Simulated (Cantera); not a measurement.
# Thermodynamics of hydrogen reduction and annealing atmospheres, feed FeS2 + H2

Charge: 1 mol FeS2, 460 mol H2, at 133 Pa.

These are equilibrium values from Cantera (NASA tables, ideal gas, pure condensed phases), not measurements of a reactor. Candidate condensed phases: Fe, FeS, FeS2, S; 8 gas species. Mutual solubility and eutectic melting of coexisting phases are not modelled. FeS: taken at fixed stoichiometry. Gases not in the tables: S3 to S7. Kinetics and transport are ignored.

```
T (K)   x H2       x H     x H2S      x Fe      x SH  n Fe(γ)  n FeS(s)
-----  -----  --------  --------  --------  --------  -------  --------
1198   0.996   5.20e-6   0.00416   3.48e-8   1.82e-5    0.946    0.0538
1298   0.996   2.93e-5   0.00408   7.73e-7   6.39e-5    1.000         0
1398   0.996  0.000129   0.00364   1.09e-5  0.000170    0.995         0
1498   0.996  0.000470   0.00297  0.000108  0.000357    0.950         0
1598   0.994   0.00145   0.00223  0.000792  0.000616    0.635         0
1698   0.990   0.00394   0.00159   0.00216  0.000909        0         0
1798   0.985   0.00957   0.00107   0.00215   0.00118        0         0
1898   0.973    0.0211  0.000686   0.00214   0.00135        0         0
```
x: gas mole fraction; n: condensed amount in mol.

At 1198 K the condensed part is Fe(γ) + FeS(s). From 1298 K to 1598 K the condensed part is Fe(γ). From 1698 K to 1898 K nothing is condensed. The main Fe-bearing gas is Fe throughout.
